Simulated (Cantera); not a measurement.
# Chlorosilane synthesis and conversion: SiCl₄ + HCl + H₂

Feed: 1 mol SiCl₄, 0.79 mol HCl, 15 mol H₂, at 8.10 bar.

Method: chemical equilibrium by Gibbs-energy minimisation in Cantera with the NASA 1993 tables (ideal gas, pure condensed phases). Candidate condensed phases: Si; 19 gas species. The tables' values for SiCl₃ are old estimates; treat these amounts as uncertain. Kinetics and transport are ignored.

```json
[
 {"T (°C)": "300", "x H₂": "0.893", "x HCl": "0.0471", "x SiCl₄": "0.0595", "x SiCl₂": "<1e-12", "x SiHCl₃": "1.59e-5"},
 {"T (°C)": "500", "x H₂": "0.893", "x HCl": "0.0477", "x SiCl₄": "0.0589", "x SiCl₂": "2.54e-11", "x SiHCl₃": "0.000693"},
 {"T (°C)": "700", "x H₂": "0.888", "x HCl": "0.0524", "x SiCl₄": "0.0543", "x SiCl₂": "2.92e-7", "x SiHCl₃": "0.00518"},
 {"T (°C)": "900", "x H₂": "0.877", "x HCl": "0.0632", "x SiCl₄": "0.0440", "x SiCl₂": "8.48e-5", "x SiHCl₃": "0.0142"},
 {"T (°C)": "1100", "x H₂": "0.860", "x HCl": "0.0810", "x SiCl₄": "0.0300", "x SiCl₂": "0.00281", "x SiHCl₃": "0.0201"},
 {"T (°C)": "1300", "x H₂": "0.831", "x HCl": "0.110", "x SiCl₄": "0.0141", "x SiCl₂": "0.0178", "x SiHCl₃": "0.0141"},
 {"T (°C)": "1500", "x H₂": "0.806", "x HCl": "0.137", "x SiCl₄": "0.00387", "x SiCl₂": "0.0372", "x SiHCl₃": "0.00534"}
]
```
x: gas mole fraction; nothing condenses.

From 300 °C to 1500 °C nothing is condensed. The main Si-bearing gas is SiCl₄ at 300 °C and SiCl₂ at 1500 °C.
